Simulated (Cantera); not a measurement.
## Thermodynamics of boron, boron nitride and boron oxide, feed B2O3 + H2

A closed system holds: 1 mol B2O3, a varied amount of H2, at 0.000920 bar.

Cantera equilibrium calculation (NASA polynomials, part measured and part estimated; ideal gas, pure solids and liquids). Candidate condensed phases: B, B2O3, B3O3H3, H2O; 23 gas species. Kinetics and transport are ignored.

Q: Map the stable condensed phases over T = 925, 1025, 1125, 1225, 1325, 1425, 1525, 1625, 1725, 1825, 1925, 2025 K and n(H2) in mol = 5.2, 8.3, 13, 21, 34, 55, 89.

A: 
```
T in K \ n(H2) in mol
         5.2 8.3  13  21  34  55  89
   2025    A   A   A   A   A   A   A
   1925    A   A   A   A   A   A   A
   1825    A   A   A   A   A   A   A
   1725    A   A   A   A   A   A   A
   1625    A   A   A   A   A   A   A
   1525    B   B   B   A   A   A   A
   1425    B   B   B   B   B   B   A
   1325    B   B   B   B   B   B   B
   1225    B   B   B   B   B   B   B
   1125    B   B   B   B   B   B   B
   1025    B   B   B   B   B   B   B
    925    B   B   B   B   B   B   B
```
A: gas only; B: B2O3.
